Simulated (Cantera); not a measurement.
Ignition delay

Mixture: 20.8 % CO, 7.29 % H2, 11.7 % O2, 53.9 % N2, 6.25 % H2O, equivalence ratio 1.2, at 1.00 bar, adiabatic and at constant pressure. Ignition delay is the time to a rise of 400 K.

Model: GRI-Mech 3.0 (53 species, 325 reactions), integrated in Cantera. Below about 950 K walls govern HO2 and H2O2 in real vessels. Where the delays flatten at high temperature, the 400 K rule measures the pace of heat release, not the induction time.

```json
[
 {"T0 (K)": "925", "delay (ms)": "30.9"},
 {"T0 (K)": "1025", "delay (ms)": "0.551"},
 {"T0 (K)": "1125", "delay (ms)": "0.149"},
 {"T0 (K)": "1225", "delay (ms)": "0.0833"},
 {"T0 (K)": "1325", "delay (ms)": "0.0584"},
 {"T0 (K)": "1425", "delay (ms)": "0.0468"}
]
```
